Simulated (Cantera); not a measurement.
An isothermal, constant-pressure homogeneous reactor starts with CH4 : H2 : O2 = 0.03 : 1 : 0.0027 (molar parts), at 2725 K and 0.120 bar.

Cantera simulation using GRI-Mech 3.0 (53 species, 325 reactions); the numbers are that mechanism's predictions, not measurements. GRI-Mech 3.0 stops at C3 and has no aromatics, soot or wall deposition, so with more carbon than oxygen in the feed, carbon stays in small species such as C2H2 where larger ones or solid carbon would form.

One state of this run: x CH4 = 5.98e-6; x H2 = 0.820; x O2 = <1e-12; x O = 6.22e-11; x CH3 = 2.03e-5. x: mole fraction; the columns are a selection and need not sum to one.

### Question
Which value of t (s) does it belong to?
A. 4.46e-5
B. 1.00e-5
C. 0.000888
D. 1.57

### Answer
D, 1.57
